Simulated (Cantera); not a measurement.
Mixture: CO : H2 : CH4 : O2 : N2 = 1 : 0.14 : 0.26 : 2.32 : 8.72 (molar parts), at 5.30 bar, adiabatic and at constant pressure. Ignition delay is the time to a rise of 400 K.

Detailed kinetics in Cantera: GRI-Mech 3.0 (53 species, 325 reactions). Below about 1000 K GRI-Mech 3.0 lacks low-temperature oxidation paths.

Problem. Predict: delay at 950 K; delay at 1100 K; delay at 1250 K; delay at 1400 K; apparent activation energy between 1325 and 1475 K.

Solution. 
```
Property                                                Result
--------------------------------------------------  ----------
delay at 950 K                                         37.4 ms
delay at 1100 K                                        1.23 ms
delay at 1250 K                                       0.206 ms
delay at 1400 K                                        64.6 µs
apparent activation energy between 1325 and 1475 K  110 kJ/mol
```
